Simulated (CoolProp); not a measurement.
Vapour-liquid equilibrium of acetone (1) + n-heptane (2) at 383.6 K; x and y are mole fractions of (1).

Computed with CoolProp (multi-fluid Helmholtz-energy mixture model, Lemmon 2006 and Span 2003; pair parameters Bell 2016).

```tsv
x	bubble pressure, mixture model (MPa)	bubble pressure, Raoult's law (MPa)	y, mixture model	y, Raoult's law
0.05	0.1947	0.1596	0.285	0.151
0.125	0.2586	0.1851	0.484	0.326
0.2	0.3082	0.2107	0.586	0.459
0.275	0.3465	0.2362	0.650	0.562
0.35	0.3762	0.2617	0.693	0.646
0.425	0.3994	0.2873	0.726	0.715
0.5	0.4182	0.3128	0.753	0.772
0.575	0.4338	0.3384	0.778	0.821
0.65	0.4474	0.3639	0.803	0.863
0.725	0.4593	0.3894	0.829	0.899
0.8	0.4698	0.4150	0.861	0.931
0.875	0.4782	0.4405	0.900	0.960
0.95	0.4831	0.4660	0.953	0.985
```

The largest gap from Raoult's law is +46.7 % in bubble pressure, at x = 0.275. No azeotrope shows between x = 0.05 and 0.95.

Pair parameters are fitted to limited data, so mixtures are less certain than the pure fluids.
